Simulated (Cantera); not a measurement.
Cantera with NASA thermochemical tables; ideal gases at 1 bar, condensed phases pure. Values are per mole of reaction as written; species without (g) are pure solids or liquids, kept so even where they would boil at 1 bar.

4 NH3(g) + TaO2(g) ⇌ Ta + 12 H(g) + 2 N2O(g), with ΔH° = 3164.1 kJ and ΔS° = 807.8 J/K at 300 K.

How far is the shortcut ΔG° ≈ ΔH°(300 K) − T·ΔS°(300 K) from the full temperature-dependent value at 1100, 1200, 1300, 1400, 1500, 1600, 1700, 1800, 1900, 2000 K?


```csv
T (K),shortcut (kJ),full (kJ),difference (kJ),difference in log10 K
1100,2275.5,2182.1,93.4,-4.43
1200,2194.7,2082.8,111.9,-4.87
1300,2114.0,1982.7,131.2,-5.27
1400,2033.2,1882.0,151.2,-5.64
1500,1952.4,1780.6,171.8,-5.98
1600,1871.6,1678.8,192.8,-6.30
1700,1790.8,1576.5,214.4,-6.59
1800,1710.1,1473.8,236.3,-6.86
1900,1629.3,1370.7,258.6,-7.11
2000,1548.5,1267.4,281.1,-7.34
```
The shortcut ignores the heat-capacity change of the reaction.
